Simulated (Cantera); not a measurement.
**Carbothermic reduction: SiO₂ + CH₄ + CO**

A closed system holds: 1 mol SiO₂, 0.32 mol CH₄, a varied amount of CO, at 1025 K and 0.650 bar.

Method: chemical equilibrium by Gibbs-energy minimisation in Cantera with the NASA 1993 tables (ideal gas, pure condensed phases). Candidate condensed phases: C, C₆H₆, C₇H₈, C₈H₁₈, H₂O, Si, SiC, SiO₂; 123 gas species. Rates play no part.

From 0.35 mol CO to 2.7 mol CO the condensed part is C(graphite) + SiO₂(β-quartz).

| n(CO) (mol) | x CO | x H₂ | x CO₂ | x H₂O | x CH₄ | x C₂H₄ | x C₂H₆ | x HCHO (formaldehyde) | n C(graphite) | n SiO₂(β-quartz) |
|---|---|---|---|---|---|---|---|---|---|---|
| 0.35 | 0.305 | 0.623 | 0.0208 | 0.0327 | 0.0186 | 1.67e-7 | 1.21e-7 | 6.74e-8 | 0.352 | 1.00 |
| 0.61 | 0.417 | 0.497 | 0.0388 | 0.0357 | 0.0118 | 1.06e-7 | 6.12e-8 | 7.35e-8 | 0.392 | 1.00 |
| 0.86 | 0.487 | 0.416 | 0.0531 | 0.0350 | 0.00828 | 7.45e-8 | 3.60e-8 | 7.20e-8 | 0.429 | 1.00 |
| 1.1 | 0.536 | 0.360 | 0.0642 | 0.0333 | 0.00620 | 5.58e-8 | 2.33e-8 | 6.86e-8 | 0.464 | 1.00 |
| 1.4 | 0.581 | 0.309 | 0.0754 | 0.0309 | 0.00455 | 4.09e-8 | 1.47e-8 | 6.36e-8 | 0.507 | 1.00 |
| 1.6 | 0.604 | 0.282 | 0.0815 | 0.0293 | 0.00379 | 3.41e-8 | 1.11e-8 | 6.04e-8 | 0.535 | 1.00 |
| 1.9 | 0.632 | 0.249 | 0.0892 | 0.0271 | 0.00296 | 2.66e-8 | 7.70e-9 | 5.59e-8 | 0.577 | 1.00 |
| 2.1 | 0.647 | 0.231 | 0.0936 | 0.0258 | 0.00255 | 2.30e-8 | 6.16e-9 | 5.31e-8 | 0.605 | 1.00 |
| 2.4 | 0.666 | 0.209 | 0.0992 | 0.0240 | 0.00208 | 1.87e-8 | 4.54e-9 | 4.94e-8 | 0.647 | 1.00 |
| 2.7 | 0.682 | 0.190 | 0.104 | 0.0224 | 0.00173 | 1.56e-8 | 3.44e-9 | 4.61e-8 | 0.689 | 1.00 |
x: gas mole fraction; n: condensed amount in mol.
